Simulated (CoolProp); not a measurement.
Saturation properties of carbonyl sulfide (Tc = 378.8 K, pc = 6.369 MPa, ω = 0.098).

Values from CoolProp's reference Helmholtz-energy equation of state, Lemmon 2006. It is a short technical equation, of lower accuracy than the large ones.

```
T (K)  p (MPa)  liquid density (kg/m³)  vapour density (kg/m³)  enthalpy of vaporisation (kJ/kg)  liquid cp (kJ/(kg K))
-----  -------  ----------------------  ----------------------  --------------------------------  ---------------------
202.8  0.03577                    1217                   1.292                             322.0                  1.166
209.2  0.05100                     ___                   1.793                             317.9                  1.170
215.7  0.07136                    1190                     ___                             313.7                  1.175
222.1  0.09722                    1176                   3.253                             309.5                    ___
228.6   0.1305                    1162                   4.269                             305.1                  1.188
235     0.1713                    1148                   5.492                             300.6                  1.197
241.4   0.2213                    1134                     ___                             296.0                  1.206
247.9   0.2827                    1119                   8.750                             291.2                  1.218
254.3   0.3551                     ___                   10.83                             286.2                  1.230
260.7   0.4407                    1089                   13.26                             281.0                  1.244
267.2   0.5426                    1073                   16.15                             275.5                  1.260
273.6   0.6590                    1057                     ___                             269.8                  1.278
```

Problem. What belongs in the gaps?

Solution. 
- 209.2, liquid density (kg/m³): 1203
- 215.7, vapour density (kg/m³): 2.445
- 222.1, liquid cp (kJ/(kg K)): 1.181
- 241.4, vapour density (kg/m³): 6.964
- 254.3, liquid density (kg/m³): 1104
- 273.6, vapour density (kg/m³): 19.43

It boils at 223.0 K under 1 atm.
